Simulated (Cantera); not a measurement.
An isothermal, constant-pressure homogeneous reactor starts with N2O : N2 = 1 : 0.57 (molar parts), at 1125 K and 13300 Pa.

Computed with Cantera and GRI-Mech 3.0 (53 species, 325 reactions). GRI-Mech 3.0 was tuned for natural gas; its chemistry of N2O as a main component is partial and can be far from experiment. The mechanism lacks the step 2 NO + O2 → 2 NO2, which can matter for NO2 below about 1400 K. The temperature is held fixed by assumption; the heat of reaction is taken as removed at once.

Predict: x(N2O) at 200 s; x(NO2) at 200 s; x(NO) at 200 s; x(O) at 200 s; x(N2) at 200 s.


| Quantity | Result |
|---|---|
| x(N2O) at 200 s | 0.0232 (gas-phase equilibrium 2.97e-9) |
| x(NO2) at 200 s | 6.59e-5 (gas-phase equilibrium 1.09e-6) |
| x(NO) at 200 s | 0.0328 (gas-phase equilibrium 0.000112) |
| x(O) at 200 s | 1.89e-7 (gas-phase equilibrium 6.25e-9) |
| x(N2) at 200 s | 0.728 (gas-phase equilibrium 0.758) |
